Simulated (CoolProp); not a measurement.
Diethyl ether along the isotherm 435.1 K: fugacity coefficient from the reference equation and from simpler models built on Tc = 467.9 K, pc = 3717 kPa, ω = 0.282; each cubic takes its own stable root.

The numbers come from the reference Helmholtz-energy equation of state, Thol 2014 in CoolProp.

```tsv
p (kPa)	phase	reference	van der Waals	Redlich-Kwong	Soave-Redlich-Kwong	Peng-Robinson
429	gas	0.9498	0.9593	0.9519	0.9503	0.9458
858	gas	0.8996	0.9187	0.9045	0.9012	0.8927
1290	gas	0.8486	0.8779	0.8571	0.8521	0.8402
1720	gas	0.7971	0.8369	0.8100	0.8031	0.7883
2140	gas	0.7450	0.7961	0.7634	0.7545	0.7374
2570	liquid	0.6397	0.7529	0.6973	0.6556	0.6359
3000	liquid	0.5578	0.6855	0.6108	0.5736	0.5550
3430	liquid	0.4965	0.6171	0.5459	0.5121	0.4944
3860	liquid	0.4489	0.5638	0.4955	0.4644	0.4473
4290	liquid	0.4110	0.5213	0.4552	0.4263	0.4097
4720	liquid	0.3800	0.4867	0.4223	0.3952	0.3789
5150	liquid	0.3542	0.4579	0.3949	0.3693	0.3534
5580	liquid	0.3325	0.4337	0.3718	0.3475	0.3318
```

At some of these states van der Waals gives the other phase, because its saturation line lies elsewhere.
